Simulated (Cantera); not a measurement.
Charge: 1 mol SiH2Cl2, 0.008 mol C2H2, 9 mol H2, equilibrated at 2.20 mbar.

Equilibrium computed with Cantera from the NASA thermochemical tables; the gas is ideal and each condensed phase is pure. Candidate condensed phases: C, C6H6, C7H8, C8H18, Si, SiC; 109 gas species. Mutual solubility and eutectic melting of coexisting phases are not modelled. The tables' values for SiCl3, SiCl are old estimates; treat these amounts as uncertain. Equilibrium is a limit: real reactors are often held back by kinetics, nucleation or transport.

x: gas mole fraction; n: condensed amount in mol.

| T (K) | x H2 | x HCl | x SiCl2 | x SiCl4 | x SiCl3 | x SiHCl3 | n Si(s) | n SiC(s) |
|---|---|---|---|---|---|---|---|---|
| 1125 | 0.884 | 0.0809 | 0.0157 | 0.0132 | 0.00410 | 0.00250 | 0.600 | 0.0160 |
| 1175 | 0.871 | 0.0937 | … | … | 0.00400 | … | 0.599 | 0.0160 |
| 1225 | 0.863 | 0.101 | 0.0289 | 0.00292 | 0.00326 | 0.000777 | 0.591 | 0.0160 |
| 1275 | 0.859 | 0.104 | 0.0327 | 0.00113 | 0.00238 | 0.000376 | 0.583 | 0.0160 |
| 1325 | 0.858 | 0.105 | 0.0350 | 0.000430 | 0.00166 | 0.000180 | 0.574 | 0.0160 |
| 1375 | 0.858 | 0.104 | 0.0365 | 0.000169 | 0.00116 | 8.88e-5 | 0.566 | 0.0160 |
| 1425 | 0.858 | 0.103 | 0.0377 | 6.99e-5 | 0.000819 | 4.54e-5 | 0.559 | 0.0160 |
| 1475 | 0.858 | 0.103 | 0.0386 | 3.05e-5 | 0.000588 | 2.41e-5 | 0.552 | 0.0160 |
| 1525 | 0.858 | 0.102 | 0.0393 | … | 0.000430 | … | 0.546 | 0.0160 |
| 1575 | 0.858 | 0.101 | 0.0400 | 6.72e-6 | 0.000320 | 7.65e-6 | 0.539 | 0.0160 |

Complete the blanks.


- 1175, x SiCl2: 0.0230
- 1175, x SiCl4: 0.00681
- 1175, x SiHCl3: 0.00149
- 1525, x SiCl4: 1.40e-5
- 1525, x SiHCl3: 1.33e-5
